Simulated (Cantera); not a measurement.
Input (Python, Cantera) and output of one run.

```python
import numpy as np
import cantera as ct

gas_names = """
    Cu CuF CuF2 CuO Cu2 F FO FO2 F2 F2O O O2 O3
""".split()
cond_names = """
    Cu(cr) Cu(L) CuF2(s) CuF2(L) CuO(s) Cu2O(s) Cu2O(L)
""".split()


# ... load() reads the species with a 1 bar reference pressure and builds the phases ...
atoms = {
    'CuO': {'Cu': 1, 'O': 1},
    'F2': {'F': 2},
    'O2': {'O': 2},
}
top_T = {'CuO(s)': 1390}  # K; cautious upper limits of use, not melting points


# ... equilibrate(T, P, feed) seeds the gas with the atoms and calls Mixture.equilibrate('TP', solver="vcs", rtol=1e-11, max_steps=5000) ...
results = []
feed = {'CuO': 1, 'F2': 4.8, 'O2': 3.8}  # mol
T = 1873  # K
P = 1000  # Pa
mix = equilibrate(T, P, feed)
results.append((T, P, feed, dict(zip(mix.species_names, mix.species_moles))))
x = sorted(zip(gas.X, gas.species_names), reverse=True)
print(f"T = {T:g} K  P = {P:g} Pa  gas = {mix.phase_moles(0):.4g} mol")
print("   x: " + "  ".join(f"{s} {v:.3e}" for v, s in x if v > 1e-05))
print("   condensed (mol): " + ("  ".join(f"{mix.phase(i).name} {mix.phase_moles(i):.4g}"
      for i in range(1, mix.n_phases) if mix.phase_moles(i) > 1e-12) or "none"))
```

It prints:

```
T = 1873 K  P = 1000 Pa  gas = 13.08 mol
   x: F 5.940e-01  O2 3.281e-01  CuF2 6.359e-02  CuF 1.288e-02  O 1.354e-03  F2 3.266e-05  FO 1.514e-05
   condensed (mol): none
```

Cantera equilibrium calculation (NASA polynomials, part measured and part estimated; ideal gas, pure solids and liquids).
